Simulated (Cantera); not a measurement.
Feed: 1 mol Al₂O₃, 50 mol H₂, 66 mol N₂, held at 1700 K and 398 Torr.

Cantera equilibrium calculation (NASA polynomials, part measured and part estimated; ideal gas, pure solids and liquids). Candidate condensed phases: Al, AlN, Al₂O₃, H₂O; 35 gas species. Mutual solubility and eutectic melting of coexisting phases are not modelled. Rates play no part.

Base state: N₂ 0.569, H₂ 0.431, H 0.000133, H₂O 1.70e-5 (mole fractions); condensed: AlN(s) + Al₂O₃(s).

**Question.** What changes in the equilibrium state with this change: Al₂O₃ replaced by Cu₂O?

**Answer.** 
| species | before | after |
|---|---|---|
| N₂ | 0.569 | 0.569 |
| H₂ | 0.431 | 0.422 |
| H₂O | 1.70e-5 | 0.00862 |
| Cu | 0 | 0.000300 |
| H | 0.000133 | 0.000132 |
| AlN(s), mol | 0.00130 | 0 |
| Al₂O₃(s), mol | 0.999 | 0 |
| Cu(l), mol | 0 | 1.97 |
Further candidate phases: Cu, CuO, Cu(OH)₂, Cu₂O.
